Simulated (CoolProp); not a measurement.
Tetrahydrofuran along the isotherm 444.6 K: density (kg/m³) from the reference equation and from simpler models built on Tc = 540.2 K, pc = 53.04 bar, ω = 0.234; each cubic takes its own stable root.

Values from CoolProp's reference Helmholtz-energy equation of state, Fiedler 2023.

```
p (bar)   phase  reference  van der Waals  Redlich-Kwong  Soave-Redlich-Kwong  Peng-Robinson
-------  ------  ---------  -------------  -------------  -------------------  -------------
66.3     liquid          ?              ?          630.2                652.8          737.8
133      liquid      730.2          483.7          660.5                    ?          764.1
199      liquid      743.9          501.7          683.0                697.8          784.4
265      liquid      755.8              ?          701.1                713.9          801.2
332      liquid      766.5          526.4          716.5                727.8              ?
398      liquid      775.9          535.5          729.5                739.6          828.0
464      liquid      784.5              ?          740.9                750.0          838.9
530      liquid      792.4              ?          751.0                    ?          848.6
```

Task: Some entries are withheld; supply them.

Result: 
- 66.3, reference: 713.3
- 66.3, van der Waals: 456.5
- 133, Soave-Redlich-Kwong: 678.2
- 265, van der Waals: 515.3
- 332, Peng-Robinson: 815.6
- 464, van der Waals: 543.2
- 530, van der Waals: 550.0
- 530, Soave-Redlich-Kwong: 759.3
